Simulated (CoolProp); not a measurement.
Vapour-liquid equilibrium of 1-butene (1) + n-butane (2) at 231.5 K; x and y are mole fractions of (1).

The numbers come from the multi-fluid Helmholtz-energy mixture model, Lemmon 2005 and Bücker 2006; pair parameters Bell 2016 in CoolProp.

```tsv
x	bubble pressure (MPa)	y at the bubble point	dew pressure at overall composition x (MPa)	liquid density (mol/L)
0.05	0.01559	0.065	0.01553	11.11
0.2	0.01637	0.250	0.01614	11.22
0.35	0.01715	?	0.01682	?
0.5	0.01790	0.569	0.01755	11.44
0.65	0.01861	0.706	0.01832	11.56
0.8	0.01924	?	0.01908	?
0.95	?	0.958	0.01977	11.81
```

Task: Some entries are withheld; supply them.

Result: 
- 0.35, y at the bubble point: 0.418
- 0.35, liquid density (mol/L): 11.33
- 0.8, y at the bubble point: 0.834
- 0.8, liquid density (mol/L): 11.68
- 0.95, bubble pressure (MPa): 0.01980

No azeotrope shows between x = 0.05 and 0.95.

The pair parameters rest on a limited set of measurements; away from them the model extrapolates.
